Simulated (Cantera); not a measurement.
An adiabatic, constant-pressure homogeneous reactor starts with 19.5 % CH4, 16.9 % O2, 63.6 % N2, at 1500 K and 760 Torr.

Model: GRI-Mech 3.0 (53 species, 325 reactions), integrated in Cantera.

x: mole fraction; the columns are a selection and need not sum to one.

```
t (s)     T (K)     x CH4     x O2     x CO2      x H2      x H     x CH3      x OH
--------  -----  --------  -------  --------  --------  -------  --------  --------
1.00e-6    1500     0.195    0.169    <1e-12   4.39e-8  1.44e-8   2.73e-7   3.81e-9
4.46e-6    1500     0.195    0.169    <1e-12   2.40e-7  1.50e-8   1.34e-6   5.72e-9
1.99e-5    1500     0.195    0.169  4.96e-11   1.22e-6  1.82e-8   6.96e-6   1.79e-8
8.88e-5    1500     0.194    0.169   7.38e-9   9.18e-6  4.49e-8   4.72e-5   8.38e-8
0.000396   1501     0.194    0.169   9.04e-7  0.000171  2.45e-7  0.000217   3.57e-7
0.00177    2399       ___      ___       ___       ___      ___       ___       ___
0.00788    2363  9.94e-11  2.14e-6    0.0125     0.210  0.00611  5.32e-11  0.000530
0.0352     2364  7.79e-11  2.17e-6    0.0126     0.210  0.00613  4.19e-11  0.000534
0.157      2364  7.67e-11  2.18e-6    0.0126     0.210  0.00614  4.13e-11  0.000535
0.700      2364  7.67e-11  2.18e-6    0.0126     0.210  0.00614  4.13e-11  0.000535
```

Problem. Complete the blanks.

Solution. 
- 0.00177, x CH4: 0.00230
- 0.00177, x O2: 4.15e-5
- 0.00177, x CO2: 0.0139
- 0.00177, x H2: 0.164
- 0.00177, x H: 0.00471
- 0.00177, x CH3: 0.00121
- 0.00177, x OH: 0.000728
